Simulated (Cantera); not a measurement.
A perfectly stirred reactor is fed with CH4 : C2H6 : C3H8 : O2 : N2 : CO2 = 1 : 0.12 : 0.21 : 5.18 : 19.5 : 0.27 (molar parts), at 2.60 bar; it is adiabatic with a 575 K inlet, and is followed from long to short residence time, starting on the burning branch (τ in s: 0.21, 0.077, 0.028, 0.01, 0.0037, 0.0013, 0.00048, 0.00018, 6.4e-05, 2.3e-05, 8.4e-06, 3.1e-06).

Cantera simulation using GRI-Mech 3.0 (53 species, 325 reactions); the numbers are that mechanism's predictions, not measurements. GRI-Mech 3.0 was tuned for natural gas; its chemistry of propane as a main component is partial and can be far from experiment.

x: mole fraction; the columns are a selection and need not sum to one.

```
τ (s)    T (K)     x CH4   x C2H6   x C3H8    x N2O     x C2H    x HCN   x CO2
-------  -----  --------  -------  -------  -------  --------  -------  ------
0.21      1994   1.04e-6  1.97e-8  3.33e-8  3.92e-7  4.05e-10  2.05e-8  0.0802
0.077     1992   2.52e-6  5.04e-8  8.59e-8  4.56e-7   1.00e-9  2.30e-8  0.0801
0.028     1989   5.59e-6  1.23e-7  2.12e-7  5.92e-7       [?]  2.62e-8  0.0798
0.010     1981   1.15e-5  2.83e-7  4.96e-7  8.09e-7       [?]  3.18e-8  0.0792
0.0037    1967   2.24e-5  6.04e-7  1.06e-6  1.00e-6       [?]  4.13e-8  0.0781
0.0013    1942   4.52e-5  1.31e-6  2.27e-6  1.05e-6       [?]  5.93e-8  0.0760
0.00048   1903   9.25e-5  2.78e-6  4.69e-6  9.39e-7       [?]  9.30e-8  0.0725
0.00018   1842  0.000208  6.32e-6  1.03e-5  7.69e-7       [?]  1.58e-7  0.0667
6.4e-5    1731  0.000695  2.08e-5  3.24e-5  5.30e-7       [?]  3.00e-7  0.0542
2.3e-5     575    0.0381  0.00457  0.00799   <1e-12    <1e-12   <1e-12  0.0103
8.4e-6     575    0.0381  0.00457  0.00799   <1e-12    <1e-12   <1e-12  0.0103
3.1e-6     575    0.0381  0.00457  0.00799   <1e-12    <1e-12   <1e-12  0.0103
```

**Question.** What belongs in the gaps?

**Answer.** 
- 0.028, x C2H: 2.28e-9
- 0.010, x C2H: 4.70e-9
- 0.0037, x C2H: 8.52e-9
- 0.0013, x C2H: 1.43e-8
- 0.00048, x C2H: 2.10e-8
- 0.00018, x C2H: 2.84e-8
- 6.4e-5, x C2H: 3.88e-8
